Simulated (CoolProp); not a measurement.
Values from CoolProp's reference Helmholtz-energy equation of state, de Reuck 1990.

Question: Give the vapour pressure (MPa), liquid density (kg/m³), enthalpy of vaporisation (kJ/kg), liquid cp (kJ/(kg K)) of saturated fluorine at -147.95, -135.75 °C.

Answer: 
| T (°C) | p (MPa) | liquid density (kg/m³) | enthalpy of vaporisation (kJ/kg) | liquid cp (kJ/(kg K)) |
|---|---|---|---|---|
| -147.95 | 2.16 | 1150 | 117 | 2.03 |
| -135.75 | 3.87 | 955 | 78.3 | 3.47 |
